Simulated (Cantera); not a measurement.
Input: 1 mol SiHCl3, 0.59 mol HCl, 8 mol H2, held at 1548 K and 0.330 bar.

Method: chemical equilibrium by Gibbs-energy minimisation in Cantera with the NASA 1993 tables (ideal gas, pure condensed phases). Candidate condensed phases: Si; 19 gas species. The tables' values for SiCl3 are old estimates; treat these amounts as uncertain. Equilibrium is a limit: real reactors are often held back by kinetics, nucleation or transport.

Base state: H2 0.775, HCl 0.131, SiCl2 0.0733, SiCl3 0.0115, SiCl4 0.00509, SiHCl3 0.00369, SiH2Cl2 0.000435, H 4.72e-5 (mole fractions); condensed: Si(s).

**Question.** What changes in the equilibrium state with this change: H2 from 8 to 56 mol?

**Answer.** 
```
species       before     after
----------  --------  --------
H2             0.775     0.947
HCl            0.131    0.0452
SiCl2         0.0733   0.00718
SiCl3         0.0115  0.000354
SiCl4        0.00509   4.88e-5
SiHCl3       0.00369  0.000125
SiH2Cl2     0.000435   5.21e-5
SiH3Cl       1.52e-5   6.43e-6
Si(s), mol    0.0189     0.545
```
